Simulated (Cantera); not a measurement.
Cantera run:

```python
import numpy as np
import cantera as ct

gas_names = """
    CL CL2 H HCL H2 Si SiCL SiCL2 SiCL3 SiCL4 SiH SiHCL3 SiH2 SiH2CL2 SiH3 SiH3CL SiH4 Si2 Si3
""".split()
cond_names = """
    Si(cr) Si(L)
""".split()


# ... load() reads the species with a 1 bar reference pressure and builds the phases ...
atoms = {
    'Si3H8': {'Si': 3, 'H': 8},
    'HCl': {'H': 1, 'CL': 1},
    'H2': {'H': 2},
}
top_T = {}  # K; cautious upper limits of use, not melting points


# ... equilibrate(T, P, feed) seeds the gas with the atoms and calls Mixture.equilibrate('TP', solver="vcs", rtol=1e-11, max_steps=5000) ...
results = []
feed = {'Si3H8': 1, 'HCl': 0.17, 'H2': 5.3}  # mol
T = 1823  # K
P = 1333.22  # Pa
mix = equilibrate(T, P, feed)
results.append((T, P, feed, dict(zip(mix.species_names, mix.species_moles))))
x = sorted(zip(gas.X, gas.species_names), reverse=True)
print(f"T = {T:g} K  P = {P:g} Pa  gas = {mix.phase_moles(0):.4g} mol")
print("   x: " + "  ".join(f"{s} {v:.3e}" for v, s in x if v > 1e-06))
print("   condensed (mol): " + ("  ".join(f"{mix.phase(i).name} {mix.phase_moles(i):.4g}"
      for i in range(1, mix.n_phases) if mix.phase_moles(i) > 1e-12) or "none"))
```

It prints:

```
T = 1823 K  P = 1333.22 Pa  gas = 9.491 mol
   x: H2 9.788e-01  HCL 1.621e-02  H 3.712e-03  SiCL2 8.039e-04  Si 3.316e-04  SiCL 4.745e-05  CL 4.689e-05  SiH 4.047e-05  SiH2 3.438e-05  Si2 2.146e-06
   condensed (mol): Si(L) 2.988
```

These are equilibrium values from Cantera (NASA tables, ideal gas, pure condensed phases), not measurements of a reactor. The feed counts by its element totals alone. The tables' values for SiCl are old estimates; treat these amounts as uncertain. Gases not in the tables: Si2H6 and higher silanes.
